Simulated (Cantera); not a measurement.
A closed system holds: 1 mol AlCl3, 1.9 mol NH3, 290 mol N2, at 1250 °C and 12000 Pa.

Cantera equilibrium calculation (NASA polynomials, part measured and part estimated; ideal gas, pure solids and liquids). Candidate condensed phases: Al, AlCl3, AlN, NH4Cl; 20 gas species. The tables' values for AlCl2 are old estimates; treat these amounts as uncertain. Equilibrium is a limit: real reactors are often held back by kinetics, nucleation or transport.

Base state: N2 0.986, H2 0.00768, HCl 0.00395, AlCl3 0.00174, AlCl 0.000386, AlCl2 0.000307 (mole fractions); condensed: AlN(s).

Question: What changes in the equilibrium state with this change: AlCl3 replaced by Al?

Answer: 
```
species        before    after
-----------  --------  -------
N2              0.986    0.990
H2            0.00768  0.00971
HCl           0.00395        0
AlCl3         0.00174        0
AlCl         0.000386        0
AlCl2        0.000307        0
AlN(s), mol     0.283    1.000
```
